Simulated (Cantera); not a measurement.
## Boron, boron nitride and boron oxide: B + H2O + N2

Input: 1 mol B, 0.13 mol H2O, a varied amount of N2, equilibrated at 0.180 Torr.

Method: chemical equilibrium by Gibbs-energy minimisation in Cantera with the NASA 1993 tables (ideal gas, pure condensed phases). Candidate condensed phases: B, BN, B2O3, B3O3H3, H2O; 39 gas species. Mutual solubility and eutectic melting of coexisting phases are not modelled. Rates play no part.

Task: Map the stable condensed phases over T = 1550, 1575, 1600, 1625, 1650, 1675, 1700, 1725, 1750, 1775, 1800, 1825, 1850 °C and n(N2) in mol = 0.28, 0.41, 0.6, 0.89, 1.3, 1.9, 2.9, 4.3, 6.3, 9.3.

Result: 
```
T in °C \ n(N2) in mol
         0.28 0.41  0.6 0.89  1.3  1.9  2.9  4.3  6.3  9.3
   1850     A    A    A    A    A    A    A    A    A    A
   1825     A    A    A    A    A    A    A    A    A    A
   1800     A    A    A    A    A    A    A    A    A    A
   1775     A    A    A    A    A    A    A    A    A    A
   1750     A    A    B    B    C    C    C    C    C    C
   1725     B    B    B    C    C    C    C    C    C    C
   1700     B    B    C    C    C    C    C    C    C    C
   1675     B    B    C    C    C    C    C    C    C    C
   1650     B    B    C    C    C    C    C    C    C    C
   1625     B    B    C    C    C    C    C    C    C    C
   1600     B    B    C    C    C    C    C    C    C    C
   1575     B    B    C    C    C    C    C    C    C    C
   1550     B    B    C    C    C    C    C    C    C    C
```
A: B; B: B + BN; C: BN.
